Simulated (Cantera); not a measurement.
Input: 1 mol borazine, 15 mol N2, 150 mol H2, held at 1825 °C and 1.00 Torr.

Cantera equilibrium calculation (NASA polynomials, part measured and part estimated; ideal gas, pure solids and liquids). Candidate condensed phases: B, BN; 15 gas species. The feed counts by its element totals alone. The tables' values for BH2 are old estimates; treat these amounts as uncertain. Rates play no part.

What is the equilibrium state?

x(H2): 0.828
x(N2): 0.0936
x(H): 0.0768
x(BH2): 0.000663
x(B): 0.000474
x(BH): 2.56e-5
x(BN): 4.54e-6
x(BH3): 1.26e-6
n(B(s)): 2.79 mol
gas amount: 176.4 mol
